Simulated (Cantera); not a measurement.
An isothermal, constant-pressure homogeneous reactor starts with NH3 : N2 = 1 : 0.39 (molar parts), at 2073 K and 57.8 Torr.

Cantera simulation using the gas-phase N/H chemistry of the illustrative SiF4/NH3 mechanism in the Surface Chemkin manual (1991); the numbers are that mechanism's predictions, not measurements. Walls and surfaces, which speed up NH3 decomposition in real reactors, are not modelled.

x: mole fraction; the columns are a selection and need not sum to one.

```tsv
t (s)	x NH3	x NH	x N2H4	x NH2	x N2H2
2.00e-6	0.719	3.82e-11	<1e-12	4.24e-6	2.25e-12
1.26e-5	0.719	2.76e-9	1.73e-11	3.10e-5	6.06e-10
7.96e-5	0.719	2.11e-7	7.90e-10	0.000200	5.68e-8
0.000502	0.718	6.67e-6	2.65e-8	0.00115	3.01e-6
0.00317	0.704	1.61e-5	7.06e-8	0.00187	9.36e-6
0.0200	0.624	2.19e-5	4.77e-8	0.00154	7.69e-6
0.126	0.320	2.23e-5	1.64e-8	0.000902	3.05e-6
0.796	(withheld)	(withheld)	2.68e-10	(withheld)	(withheld)
5.02	5.28e-6	6.89e-8	<1e-12	1.90e-7	<1e-12
31.7	6.82e-7	8.92e-9	<1e-12	2.46e-8	<1e-12
200	(withheld)	(withheld)	<1e-12	(withheld)	<1e-12
```

Problem. What belongs in the gaps?

Solution. 
- 0.796, x NH3: 0.0152
- 0.796, x NH: 8.68e-6
- 0.796, x NH2: 0.000115
- 0.796, x N2H2: 9.47e-8
- 200, x NH3: 4.10e-7
- 200, x NH: 5.36e-9
- 200, x NH2: 1.48e-8
